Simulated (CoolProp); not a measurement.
Saturation properties of chlorine.

Values from CoolProp's reference Helmholtz-energy equation of state, Thol 2021.

```csv
T (°C),p (kPa),liquid density (kg/m³),vapour density (kg/m³),liquid cp (kJ/(kg K))
-36.75,89.43,1571,3.306,0.9399
-24.95,148.2,1539,5.276,0.9441
-13.25,232.6,1506,8.013,…
-1.45,…,1472,11.75,0.9601
10.35,510.0,1437,16.69,0.9725
22.15,717.5,1402,23.07,0.9883
33.95,981.5,1364,31.16,1.008
45.75,1310,1326,…,1.033
57.55,1711,1285,53.92,1.065
69.25,2188,1242,69.39,1.106
```

### Question
Some entries are withheld; supply them.

### Answer

- -13.25, liquid cp (kJ/(kg K)): 0.9507
- -1.45, p (kPa): 350.9
- 45.75, vapour density (kg/m³): 41.31

It boils at -34.0 °C under 1 atm.
